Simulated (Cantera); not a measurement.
# N2O furnace oxynitridation

An isothermal, constant-pressure homogeneous reactor starts with N2O : H2 : N2 = 1 : 0.0058 : 8 (molar parts), at 1550 K and 82.5 Torr.

Detailed kinetics in Cantera: GRI-Mech 3.0 (53 species, 325 reactions). GRI-Mech 3.0 was tuned for natural gas; its chemistry of N2O as a main component is partial and can be far from experiment. The temperature is held fixed by assumption; the heat of reaction is taken as removed at once.

| t (s) | x N2O | x H2 | x H2O2 | x NO2 | x NO |
|---|---|---|---|---|---|
| 7.00e-6 | 0.111 | 0.000644 | <1e-12 | <1e-12 | 4.51e-8 |
| 2.24e-5 | 0.111 | 0.000644 | <1e-12 | <1e-12 | 4.48e-7 |
| 7.16e-5 | 0.111 | 0.000642 | <1e-12 | 8.27e-12 | 4.18e-6 |
| 0.000229 | 0.111 | 0.000628 | 7.12e-11 | 1.30e-9 | 3.22e-5 |
| 0.000732 | 0.110 | 0.000521 | 2.05e-9 | 1.78e-7 | 0.000170 |
| 0.00234 | 0.108 | 0.000199 | 3.02e-9 | 3.03e-6 | 0.000626 |
| 0.00748 | 0.101 | 1.71e-5 | 7.98e-10 | 1.10e-5 | 0.00206 |
| 0.0239 | 0.0834 | 3.29e-7 | 2.79e-10 | 1.55e-5 | 0.00622 |
| 0.0765 | 0.0456 | 3.54e-7 | 2.02e-10 | 1.61e-5 | 0.0149 |
| 0.245 | 0.00744 | 4.41e-7 | 1.52e-10 | 1.37e-5 | 0.0230 |
| 0.782 | 0.000124 | 7.11e-8 | 2.32e-11 | 1.56e-5 | 0.0242 |
| 2.50 | 2.09e-7 | 3.32e-8 | 1.11e-11 | 1.62e-5 | 0.0242 |
| 8.00 | 2.04e-7 | 3.32e-8 | 1.11e-11 | 1.62e-5 | 0.0242 |
x: mole fraction; the columns are a selection and need not sum to one.

Equilibrium at this temperature and pressure: N2O 1.86e-8, H2 2.91e-8, H2O2 1.26e-11, NO2 6.45e-7, NO 0.000849 (gas phase only).
